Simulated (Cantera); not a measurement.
What does this Cantera script print?

```python
import numpy as np
import cantera as ct

gas_names = """
    CL CLO CL2 H HCL HNO HNO2 HNO3 HOCL HO2 H2 H2O H2O2 N NH NH2 NH3 NH2OH NO NO2 NO3 N2 N2H2 N2H4 N2O O
    OH O2 O3 Si SiCL SiCL2 SiCL3 SiCL4 SiH SiHCL3 SiH2 SiH2CL2 SiH3 SiH3CL SiH4 SiN SiO SiO2 Si2 Si2N
    Si3
""".split()
cond_names = """
    H2O(s) H2O(L) NH4CL(a) NH4CL(b) Si(cr) Si(L) SiO2(Lqz) SiO2(hqz) SiO2(L) Si2N2O(s) Si3N4(a)
""".split()


def load(file, names, dense=False):
    # The tables refer to 1 bar. Condensed volumes are neglected.
    table = {s.name: s for s in ct.Species.list_from_file(file)}
    out = []
    for n in names:
        d = dict(table[n].input_data)
        d["thermo"] = dict(d["thermo"], **{"reference-pressure": 1e5})
        if dense:
            d["equation-of-state"] = {"model": "constant-volume", "density": "1e6 g/cm^3"}
        out.append(ct.Species.from_dict(d))
    return out


gas = ct.Solution(thermo="ideal-gas", species=load("nasa_gas.yaml", gas_names))
cond = {s.name: ct.Solution(thermo="fixed-stoichiometry", species=[s], name=s.name)
        for s in load("nasa_condensed.yaml", cond_names, dense=True)}
atoms = {
    'SiH2Cl2': {'Si': 1, 'H': 2, 'CL': 2},
    'O3': {'O': 3},
    'N2': {'N': 2},
}
top_T = {'Si2N2O(s)': 2100, 'Si3N4(a)': 2400}  # K; cautious upper limits of use, not melting points


def equilibrate(T, P, feed):
    n = {}
    for name, mol in feed.items():
        for a, k in atoms[name].items():
            n[a] = n.get(a, 0.0) + k * mol
    gas.TPX = T, P, n
    mass = sum(n.values()) * gas.mean_molecular_weight
    gas.equilibrate("TP")
    valid = [c for c in cond.values() if c.min_temp <= T <= top_T.get(c.name, c.max_temp)]
    mix = ct.Mixture([(gas, mass / gas.mean_molecular_weight)] + [(c, 0.0) for c in valid])
    mix.T, mix.P = T, P
    mix.equilibrate("TP", solver="vcs", rtol=1e-11, max_steps=5000)
    return mix


results = []
feed = {'SiH2Cl2': 1, 'O3': 0.063, 'N2': 4.5}  # mol
P = 133.322  # Pa
for T in [923, 1023, 1123, 1223, 1323, 1423, 1523, 1623]:
    mix = equilibrate(T, P, feed)
    results.append((T, P, feed, dict(zip(mix.species_names, mix.species_moles))))

top = {s: max(r[3][s] / sum(r[3][g] for g in gas_names) for r in results) for s in gas_names}
cols = sorted((s for s in top if top[s] > 0.001), key=lambda s: -top[s])[:9]
seen = [c for c in cond_names if any(r[3].get(c, 0) > 1e-12 for r in results)]
print("log10 of partial pressures in bar; condensed amounts in mol")
print(f"{'T/K':>10s}" + "".join(f"{s[:9]:>10s}" for s in cols + seen))
for T, P, feed, n in results:
    ng = sum(n[g] for g in gas_names)
    print(f"{T:10.4g}" + "".join(f"{np.log10(max(n[s] / ng * P / 1e5, 1e-99)):10.3f}" for s in cols)
          + "".join(f"{n.get(c, 0):10.4g}" for c in seen))
```

Output:

```
log10 of partial pressures in bar; condensed amounts in mol
       T/K        N2       HCL        H2     SiCL2     SiCL4       SiO     SiCL3 Si2N2O(s)  Si3N4(a)
       923    -3.037    -3.541    -4.072    -9.105    -4.373   -19.200    -7.542     0.189    0.1455
      1023    -3.038    -3.522    -4.107    -7.561    -4.411   -15.950    -6.648     0.189    0.1501
      1123    -3.039    -3.509    -4.135    -6.303    -4.451   -13.287    -5.924     0.189    0.1529
      1223    -3.041    -3.506    -4.149    -5.277    -4.531   -11.067    -5.355     0.189    0.1496
      1323    -3.042    -3.533    -4.117    -4.513    -4.803    -9.188    -5.027     0.189    0.1237
      1423    -3.043    -3.629    -4.003    -4.093    -5.502    -7.579    -5.096    0.1889   0.06588
      1523    -3.041    -3.789    -3.885    -3.907    -6.459    -6.187    -5.421    0.1859  0.006579
      1623    -3.043    -3.918    -3.838    -3.846    -7.316    -4.784    -5.765    0.1092         0
```

Equilibrium computed with Cantera from the NASA thermochemical tables; the gas is ideal and each condensed phase is pure. N2 is the only nitrogen source here; it is nearly inert below about 1500 K, so the nitride shown seldom forms there in practice. Mutual solubility and eutectic melting of coexisting phases are not modelled. The tables' values for SiCl3, SiCl are old estimates; treat these amounts as uncertain.
